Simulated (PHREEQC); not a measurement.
# Hard or scaling water: an equilibrium model

Consider water at 55 °C with 1.2 mmol/kgw SrCl2, 0.14 mmol/kgw CO2 and 0.8 mmol/kgw NaCl. Closed to the air; pH follows from the charge balance.

Equilibrium calculation in PHREEQC: ion-association model, phreeqc.dat.

This is a speciation only: nothing precipitates in the calculation.

### Question
Estimate the pH, specific conductance.

### Answer
pH 5.08; specific conductance 710 µS/cm.

### Question
In which forms is C present?

### Answer
CO2 94 %, HCO3- 6.2 % of the C.

Complexes and solids missing from the database can't appear. At this temperature some constants are extrapolated from 25 °C, and those without enthalpy data are left unchanged.
